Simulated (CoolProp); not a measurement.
Properties of R227EA along the isobar 4.13 MPa (Tc = 374.9 K, pc = 2.925 MPa, ω = 0.358).

Computed with CoolProp (reference Helmholtz-energy equation of state, Lemmon 2016).

| T (K) | phase | Joule-Thomson coefficient (K/MPa) | viscosity (µPa s) | conductivity (mW/(m K)) |
|---|---|---|---|---|
| 296.7 | liquid | -0.1256 | 266 | 62.3 |
| 306.1 | liquid | -0.06996 | 236 | 60.0 |
| 315.5 | liquid | -0.0008448 | 210 | 57.6 |
| 325 | liquid | 0.08844 | 185 | 55.3 |
| 334.4 | liquid | 0.2052 | 163 | 53.0 |
| 343.8 | liquid | 0.3660 | 142 | 50.7 |
| 353.3 | liquid | 0.6041 | 123 | 48.4 |
| 362.7 | liquid | 0.9809 | 104 | 46.2 |
| 372.1 | liquid | 1.671 | 85.5 | 44.1 |
| 381.6 | supercritical | 3.274 | 65.4 | 42.3 |
| 391 | supercritical | 7.877 | 42.0 | 42.3 |
| 400.5 | supercritical | 10.59 | 27.9 | 37.4 |
| 409.9 | supercritical | 9.770 | 24.2 | 33.7 |

Viscosity comes from a separate model (Huber 2003), an estimate that may be off by 10 % or more. Thermal conductivity comes from a separate model (Huber 2003), an estimate that may be off by 10 % or more.
